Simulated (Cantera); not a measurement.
Input: 1 mol BF3, 11 mol N2, 0.1 mol H2O, at 1248 K and 0.480 bar.

Equilibrium computed with Cantera from the NASA thermochemical tables; the gas is ideal and each condensed phase is pure. Candidate condensed phases: B, BN, B2O3, B3O3H3, H2O; 62 gas species. Gases not in the tables: H3BO3. Kinetics and transport are ignored.

Base state: N2 0.906, BF3 0.0750, HF 0.0146, B3O3F3 0.00188, BOF 0.00164, H2O 0.000900, HBO2 2.99e-5 (mole fractions); condensed: gas only.

**Question.** What changes in the equilibrium state with this change: pressure from 0.480 bar to 6.00 mbar?

**Answer.** 
```json
[
 {"species": "N2", "before": "0.906", "after": "0.902"},
 {"species": "BF3", "before": "0.0750", "after": "0.0739"},
 {"species": "HF", "before": "0.0146", "after": "0.0162"},
 {"species": "BOF", "before": "0.00164", "after": "0.00801"},
 {"species": "B3O3F3", "before": "0.00188", "after": "3.39e-5"},
 {"species": "H2O", "before": "0.000900", "after": "6.85e-5"},
 {"species": "HBO2", "before": "2.99e-5", "after": "9.98e-6"}
]
```
